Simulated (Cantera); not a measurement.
Source: NASA polynomial tables (part measured, part estimated), evaluated in Cantera. Values are per mole of reaction as written; species without (g) are pure solids or liquids, kept so even where they would boil at 1 bar.

O3(g) + Cr2N = N(g) + Cr2O3

| T (K) | ΔH° (kJ) | ΔS° (J/K) | ΔG° (kJ) | log10 K |
|---|---|---|---|---|
| 300 | (withheld) | (withheld) | (withheld) | (withheld) |
| 450 | (withheld) | (withheld) | (withheld) | (withheld) |
| 600 | -673.4 | -57.6 | -638.8 | 55.62 |
| 750 | -672.0 | -55.6 | -630.4 | 43.90 |
| 900 | -671.1 | -54.5 | -622.1 | 36.11 |
| 1050 | (withheld) | (withheld) | (withheld) | (withheld) |
| 1200 | (withheld) | (withheld) | (withheld) | (withheld) |
| 1350 | -671.4 | -54.6 | -597.7 | 23.13 |

Some entries are withheld; supply them.


- 300, ΔH° (kJ): -678.6
- 300, ΔS° (J/K): -70.6
- 300, ΔG° (kJ): -657.4
- 300, log10 K: 114.47
- 450, ΔH° (kJ): -675.2
- 450, ΔS° (J/K): -61.0
- 450, ΔG° (kJ): -647.7
- 450, log10 K: 75.18
- 1050, ΔH° (kJ): -670.9
- 1050, ΔS° (J/K): -54.1
- 1050, ΔG° (kJ): -614.0
- 1050, log10 K: 30.54
- 1200, ΔH° (kJ): -670.9
- 1200, ΔS° (J/K): -54.2
- 1200, ΔG° (kJ): -605.9
- 1200, log10 K: 26.37
